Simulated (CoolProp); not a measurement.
Ethanol along the isotherm 166.05 °C: fugacity coefficient from the reference equation and from simpler models built on Tc = 241.6 °C, pc = 6.268 MPa, ω = 0.644; each cubic takes its own stable root.

The numbers come from the reference Helmholtz-energy equation of state, Schroeder 2014 in CoolProp.

```tsv
p (MPa)	phase	reference	van der Waals	Peng-Robinson
0.672	gas	0.9308	0.9537	0.9297
1.34	gas	0.8613	0.9077	0.8609
2.01	liquid	0.6201	0.8613	0.6186
2.69	liquid	0.4697	0.8135	0.4692
3.36	liquid	0.3812	0.7464	0.3812
4.03	liquid	0.3221	0.6386	0.3225
4.7	liquid	0.2799	0.5617	0.2806
5.37	liquid	0.2482	0.5041	0.2492
6.04	liquid	0.2237	0.4595	0.2248
6.72	liquid	0.2037	0.4234	0.2050
7.39	liquid	0.1877	0.3945	0.1891
8.06	liquid	0.1744	0.3706	0.1759
8.73	liquid	0.1632	0.3504	0.1647
9.4	liquid	0.1535	0.3333	0.1552
```

At some of these states van der Waals gives the other phase, because its saturation line lies elsewhere.
